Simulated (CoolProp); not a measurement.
Saturated liquid density (kg/m³) of CHF3 (R23): the reference equation beside estimates from Tc = 299.3 K, pc = 48.32 bar, ω = 0.263.

Computed with CoolProp (reference Helmholtz-energy equation of state, Penoncello 2003).

```json
[
 {"T (K)": "201.3", "reference": "1406", "Soave-Redlich-Kwong": "1202", "Peng-Robinson": "1360"},
 {"T (K)": "211.7", "reference": "1364", "Soave-Redlich-Kwong": "1164", "Peng-Robinson": "1318"},
 {"T (K)": "222.2", "reference": "1319", "Soave-Redlich-Kwong": "1121", "Peng-Robinson": "1271"},
 {"T (K)": "232.6", "reference": "1272", "Soave-Redlich-Kwong": "1074", "Peng-Robinson": "1219"},
 {"T (K)": "243.1", "reference": "1221", "Soave-Redlich-Kwong": "1021", "Peng-Robinson": "1159"},
 {"T (K)": "253.5", "reference": "1165", "Soave-Redlich-Kwong": "962.4", "Peng-Robinson": "1092"},
 {"T (K)": "264", "reference": "1100", "Soave-Redlich-Kwong": "893.8", "Peng-Robinson": "1014"},
 {"T (K)": "274.4", "reference": "1025", "Soave-Redlich-Kwong": "813.6", "Peng-Robinson": "920.3"},
 {"T (K)": "284.9", "reference": "928.3", "Soave-Redlich-Kwong": "712.1", "Peng-Robinson": "801.1"}
]
```

Absolute difference from the reference over all 9 rows, mean and median: Soave-Redlich-Kwong 17.4 and 16.4 %, Peng-Robinson 6.4 and 5.1 %.
